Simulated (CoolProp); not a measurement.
R1234ze(E) along the isotherm 420 K: Z from the reference equation and from simpler models built on Tc = 382.5 K, pc = 3.635 MPa, ω = 0.313; each cubic takes its own stable root.

The numbers come from the reference Helmholtz-energy equation of state, Thol 2016 in CoolProp.

| p (MPa) | phase | reference |
|---|---|---|
| 0.0172 | gas | 0.9988 |
| 0.0291 | gas | 0.9980 |
| 0.0491 | gas | 0.9965 |
| 0.0829 | gas | 0.9942 |
| 0.14 | gas | 0.9901 |
| 0.236 | gas | 0.9833 |
| 0.398 | gas | 0.9717 |
| 0.672 | gas | 0.9519 |
| 1.13 | gas | 0.9180 |
| 1.91 | gas | 0.8575 |
| 3.23 | gas | 0.7441 |
| 5.45 | supercritical | 0.5107 |

Task: How far does each simpler model (van der Waals, Soave-Redlich-Kwong) lie from the reference over these 12 states: mean and median of the absolute difference, and the worst?

Result: 
- van der Waals: mean 1.3 %, median 0.2 %, worst -13.4 % at 420 K and 5.45 MPa
- Soave-Redlich-Kwong: mean 0.9 %, median 0.1 %, worst +7.6 % at 420 K and 5.45 MPa
